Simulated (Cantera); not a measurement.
An isothermal, constant-pressure homogeneous reactor starts with H₂ : O₂ : N₂ = 0.1 : 1 : 12 (molar parts), at 1073 K and 13000 Pa.

Detailed kinetics in Cantera: GRI-Mech 3.0 (53 species, 325 reactions).

x: mole fraction; the columns are a selection and need not sum to one.

```csv
t (s),x H₂,x O₂,x NO,x H,x H₂O,x O,x N₂O
0.000800,0.00763,0.0763,<1e-12,1.26e-9,2.58e-9,1.42e-9,<1e-12
0.00185,0.00763,0.0763,<1e-12,1.58e-7,3.63e-7,1.81e-7,<1e-12
0.00428,0.00305,0.0737,9.68e-9,0.00137,0.00366,0.00126,2.31e-9
0.00989,(withheld),0.0725,9.35e-8,(withheld),0.00740,(withheld),(withheld)
0.0229,1.74e-5,0.0727,9.67e-8,8.90e-6,0.00761,9.65e-5,3.02e-8
0.0529,3.25e-6,0.0728,9.64e-8,6.66e-7,0.00765,1.74e-5,3.40e-8
0.122,6.17e-7,0.0728,9.60e-8,6.41e-8,0.00766,3.63e-6,3.58e-8
0.283,1.16e-7,0.0728,9.58e-8,8.10e-9,0.00766,9.10e-7,3.66e-8
0.654,2.43e-8,0.0728,9.59e-8,1.32e-9,0.00766,2.72e-7,3.72e-8
1.51,6.51e-9,0.0728,9.61e-8,2.63e-10,0.00766,9.31e-8,3.75e-8
3.50,2.15e-9,0.0728,9.64e-8,6.01e-11,0.00766,3.49e-8,3.76e-8
8.09,8.03e-10,0.0728,9.66e-8,1.51e-11,0.00766,1.39e-8,3.75e-8
18.7,3.24e-10,0.0728,9.68e-8,4.09e-12,0.00766,5.81e-9,3.66e-8
43.2,1.43e-10,0.0728,9.68e-8,1.25e-12,0.00766,(withheld),3.45e-8
100,7.72e-11,0.0728,9.67e-8,<1e-12,0.00766,1.41e-9,2.97e-8
```

What belongs in the gaps?


- 0.00989, x H₂: 0.000107
- 0.00989, x H: 0.000155
- 0.00989, x O: 0.000558
- 0.00989, x N₂O: 2.09e-8
- 43.2, x O: 2.62e-9
